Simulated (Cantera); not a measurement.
Charge: 1 mol Cu, 0.019 mol O2, 1.4 mol CO.

Method: chemical equilibrium by Gibbs-energy minimisation in Cantera with the NASA 1993 tables (ideal gas, pure condensed phases). Candidate condensed phases: C, Cu, CuO, Cu2O; 15 gas species. Kinetics and transport are ignored.

### Question
What condenses at these points (T in K, P in Pa): (1100, 5500); (1100, 3000000); (1500, 10); (1300, 45000); (1000, 10); (1900, 10)?

### Answer
```csv
T (K),P in Pa,condensed phases,Cu condensed (%)
1100,5500,Cu,100.0
1100,3000000,C + Cu,100.0
1500,10,Cu,87.4
1300,45000,Cu,100.0
1000,10,Cu,100.0
1900,10,gas only,0.0
```
